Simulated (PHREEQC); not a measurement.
Alkaline etch or developer: speciation

Dissolve 0.012 mol/kgw NaOH and 0.23 mol/kgw (CH3)4NCl at 20 °C. Closed to the air; pH follows from the charge balance.

Equilibrium calculation in PHREEQC: ion-association model, wateq4f.dat.

Precipitation was switched off in this run.

Problem. Estimate the pH, activity of water.

Solution. pH 12.09; activity of water 0.992.

(CH3)4N+ isn't in the database: it is added as a free cation with an ion size of 4 Å.
